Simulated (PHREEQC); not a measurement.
Make-up at 91 °C: 1.1 mmol/kgw HF, 0.05 mmol/kgw (CH3)4NF, 0.26 mmol/kgw H2SiF6 and 0.83 mmol/kgw H2SO4. Closed to the air; pH follows from the charge balance.

Equilibrium calculation in PHREEQC: ion-association model, phreeqc.dat.

Precipitation was switched off in this run.

Question: Estimate the pH, specific conductance.

Answer: pH 2.83; specific conductance 1820 µS/cm.

Question: In which forms is S present?

Answer: SO4-2 59 %, HSO4- 41 % of the S.

(CH3)4N+ isn't in the database: it is added as a free cation with an ion size of 4 Å. Constants without temperature data keep their 25 °C values here. SiF6-2 is the database's only silicon fluoride.
